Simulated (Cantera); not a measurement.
Feed: 1 mol Ti(NMe₂)₄, 6.7 mol H₂O, equilibrated at 47.0 Pa.

Method: chemical equilibrium by Gibbs-energy minimisation in Cantera with the NASA 1993 tables (ideal gas, pure condensed phases). Candidate condensed phases: C, C₆H₆, C₇H₈, C₈H₁₈, H₂O, Ti, TiC, TiN, TiO, TiO₂, Ti₂O₃, Ti₃O₅, Ti₄O₇; 139 gas species. The feed counts by its element totals alone. TiC: taken at fixed stoichiometry. Equilibrium is a limit: real reactors are often held back by kinetics, nucleation or transport. All values below are at 1650 K.

Base state: H₂ 0.679, CO 0.244, N₂ 0.0726, H 0.00345, HCN 0.000613, C₂H₂ (acetylene) 3.10e-5, HNC 1.61e-5 (mole fractions); condensed: C(graphite) + TiC(s).

What changes in the equilibrium state with this change: Ti(NMe₂)₄ replaced by Ti?


| species | before | after |
|---|---|---|
| H₂O | 5.01e-8 | 0.700 |
| H₂ | 0.679 | 0.297 |
| H | 0.00345 | 0.00228 |
| CO | 0.244 | 0 |
| N₂ | 0.0726 | 0 |
| HCN | 0.000613 | 0 |
| OH | <1e-9 | 0.000243 |
| C(graphite), mol | 0.281 | 0 |
| TiC(s), mol | 1.00 | 0 |
| TiO₂(rutile), mol | 0 | 1.000 |
